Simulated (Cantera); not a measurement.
Mixture: CH3OH : O2 : N2 = 1 : 3 : 11.3 (molar parts), at 12000 Torr, adiabatic and at constant pressure. Ignition delay is the time to a rise of 400 K.

Model: GRI-Mech 3.0 (53 species, 325 reactions), integrated in Cantera. GRI-Mech 3.0 was tuned for natural gas; its chemistry of methanol as a main component is partial and can be far from experiment. The pressure lies above the range GRI-Mech 3.0 was tuned for (to about 10 atm).

Question: Predict: delay at 1175 K; delay at 1225 K; delay at 1275 K; delay at 1325 K; delay at 1375 K; delay at 1425 K; delay at 1475 K; apparent activation energy between 1375 and 1475 K.

Answer: delay at 1175 K: 1.93 ms
delay at 1225 K: 0.834 ms
delay at 1275 K: 0.388 ms
delay at 1325 K: 0.194 ms
delay at 1375 K: 0.103 ms
delay at 1425 K: 58.4 µs
delay at 1475 K: 35.0 µs
apparent activation energy between 1375 and 1475 K: 180 kJ/mol
